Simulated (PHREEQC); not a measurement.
# Nickel, zinc or cadmium bath: speciation

Consider water at 25 °C with 0.0014 mol CdSO4, 0.084 mol KCl and 0.00022 mol NiCl2 per kg of water. Closed to the air; pH follows from the charge balance.

Computed with PHREEQC (ion-association model, wateq4f.dat).

No solid was allowed to form.

Q: Estimate the pH.

A: pH 6.29.

Q: In which forms is Ni present?

A: Ni+2 89 %, NiCl+ 7.0 %, NiSO4 2.9 %, NiCl2 1.3 % of the Ni.
